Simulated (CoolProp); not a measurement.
Saturation properties of dimethyl ether.

The numbers come from the reference Helmholtz-energy equation of state, Wu 2011 in CoolProp.

```
T (K)  p (kPa)  liquid density (kg/m³)  vapour viscosity (µPa s)
-----  -------  ----------------------  ------------------------
213.9    17.00                   780.8                      7.38
221.7    26.95                   770.7                      7.52
229.5    41.20                   760.5                      7.66
237.2    60.68                   750.3                      7.82
245      87.31                   739.8                      7.99
252.8    122.4                   729.1                      8.16
260.6    167.7                   718.1                      8.34
268.4    225.0                   706.9                      8.53
276.1    295.3                   695.6                      8.73
283.9    382.5                   683.8                      8.93
291.7    487.8                   671.7                      9.15
299.5    613.5                   659.2                      9.37
307.3    762.0                   646.3                      9.61
315      933.2                   633.0                      9.86
```

It boils at 248.4 K under 1 atm.

Viscosity comes from a separate model (Meng 2012).
